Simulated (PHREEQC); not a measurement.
Dissolve 0.003 mol HF, 0.00011 mol KF, 0.00048 mol H4SiO4 and 0.29 mol H3PO4 per kg of water at 20 °C. Closed to the air; pH follows from the charge balance.

Equilibrium calculation in PHREEQC: ion-association model, phreeqc.dat.

Each row changes one thing in this solution. This is a speciation only: nothing precipitates in the calculation.

| case | pH | ionic strength (mol/kgw) | HF (mol/kgw) | H4SiO4 (mol/kgw) | F- (mol/kgw) | HF2- (mol/kgw) | SI of Chalcedony (SiO2) |
|---|---|---|---|---|---|---|---|
| as made | 1.37 | 0.0500 | 0.00265 | 0.000412 | 5.64e-5 | 5.49e-7 | +0.24 |
| H3PO4 left out | 2.98 | 0.00140 | 0.00111 | 0.000280 | 0.000800 | 3.26e-6 | +0.06 |
| diluted 5-fold with water | 1.77 | 0.0190 | 0.000592 | 9.60e-5 | 2.94e-5 | 6.41e-8 | -0.40 |
| H3PO4 from 0.29 to 0.261 mol/kgw | 1.40 | 0.0470 | 0.00263 | 0.000410 | 5.90e-5 | 5.71e-7 | +0.23 |
| diluted 100-fold with water | 2.67 | 0.00227 | 2.29e-5 | 4.80e-6 | 8.17e-6 | 6.89e-10 | -1.71 |
| KF from 0.00011 to 0.000165 mol/kgw | 1.37 | 0.0500 | 0.00268 | 0.000408 | 5.71e-5 | 5.62e-7 | +0.23 |
| 0.04 mol/kgw NaOH added | 1.56 | 0.0727 | 0.00242 | 0.000379 | 8.34e-5 | 7.41e-7 | +0.20 |

Some of these states are supersaturated (in Quartz (slow to form), Chalcedony (slow to form), for instance). SiF6-2 is the database's only silicon fluoride.
